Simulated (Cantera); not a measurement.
Input (Python, Cantera):

```python
import numpy as np
import cantera as ct

gas = ct.Solution("gri30.yaml")
gas.TPX = 450, 500000, {'C3H8': 1, 'O2': 2.94, 'N2': 11.1}
inlet = ct.Reservoir(gas, clone=True)
gas.equilibrate("HP")  # start burning
reactor = ct.IdealGasConstPressureReactor(gas, energy="on", clone=False)
exhaust = ct.Reservoir(gas, clone=True)
tau = [0.17, 0.051, 0.015, 0.0045, 0.0013, 0.0004, 0.00012, 3.5e-05, 1e-05][0]
for a, b in ((inlet, reactor), (reactor, exhaust)):
    ct.MassFlowController(a, b, mdot=lambda t: reactor.mass / tau)
net = ct.ReactorNet([reactor])
show = ['C3H8', 'O2', 'CO2', 'NO2', 'CH3', 'C2H4']

rows = []
print(f"{'tau/s':>10s}{'T/K':>9s}" + "".join(f"{s:>11s}" for s in show))
for tau in [0.17, 0.051, 0.015, 0.0045, 0.0013, 0.0004, 0.00012, 3.5e-05, 1e-05]:
    net.initial_time = 0.0
    net.advance(30 * tau)
    before = gas.X
    net.advance(40 * tau)
    drift = np.max(np.abs(gas.X - before) / (gas.X + 1e-9))
    rows.append([gas.T, *gas[show].X, drift])
    print(f"{tau:10.3e}{gas.T:9.1f}" + "".join(f"{x:11.3e}" for x in gas[show].X))
```

Output:

```
     tau/s      T/K       C3H8         O2        CO2        NO2        CH3       C2H4
 1.700e-01   1946.5  3.443e-07  7.774e-05  3.886e-02  4.641e-11  6.562e-05  1.529e-05
 5.100e-02   1954.2  1.063e-06  2.253e-04  4.071e-02  1.044e-10  1.320e-04  3.910e-05
 1.500e-02   1959.6  3.310e-06  6.217e-04  4.274e-02  2.265e-10  2.443e-04  9.268e-05
 4.500e-03   1956.4  1.016e-05  1.563e-03  4.386e-02  4.609e-10  4.176e-04  2.124e-04
 1.300e-03   1934.9  3.351e-05  3.832e-03  4.290e-02  8.711e-10  6.847e-04  5.137e-04
 4.000e-04   1874.1  1.230e-04  9.509e-03  3.810e-02  1.311e-09  1.030e-03  1.392e-03
 1.200e-04    450.0  6.649e-02  1.955e-01 -1.586e-16 -5.634e-21 -4.193e-23 -1.211e-16
 3.500e-05    450.0  6.649e-02  1.955e-01 -8.579e-20 -3.048e-24 -2.255e-26 -6.553e-20
 1.000e-05    450.0  6.649e-02  1.955e-01 -5.419e-21 -1.925e-25 -1.408e-27 -4.139e-21
```

Detailed kinetics in Cantera: GRI-Mech 3.0 (53 species, 325 reactions). GRI-Mech 3.0 was tuned for natural gas; its chemistry of propane as a main component is partial and can be far from experiment.
